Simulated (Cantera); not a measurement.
Charge: 1 mol SiO2, 23 mol Cl2, equilibrated at 848 K and 11.0 Pa.

Method: chemical equilibrium by Gibbs-energy minimisation in Cantera with the NASA 1993 tables (ideal gas, pure condensed phases). Candidate condensed phases: Si, SiO2; 15 gas species. Equilibrium is a limit: real reactors are often held back by kinetics, nucleation or transport.

Question: What is the equilibrium state?

Answer: 
- x(Cl2) = 0.997
- x(Cl) = 0.00255
- n(SiO2(β-quartz)) = 1.000 mol
- gas amount = 23.03 mol
- log10 activity of Si(s) (absent) = -36.30
